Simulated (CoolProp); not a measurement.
Model: reference Helmholtz-energy equation of state, Fiedler 2023, in CoolProp.

Give the vapour pressure (kPa), vapour density (kg/m³), enthalpy of vaporisation (kJ/kg), liquid cp (kJ/(kg K)) of saturated tetrahydrofuran at 0.45, 40.95, 81.55 °C.


```csv
T (°C),p (kPa),vapour density (kg/m³),enthalpy of vaporisation (kJ/kg),liquid cp (kJ/(kg K))
0.45,6.56,0.209,463,1.64
40.95,41.8,1.17,434,1.78
81.55,164,4.17,404,1.95
```
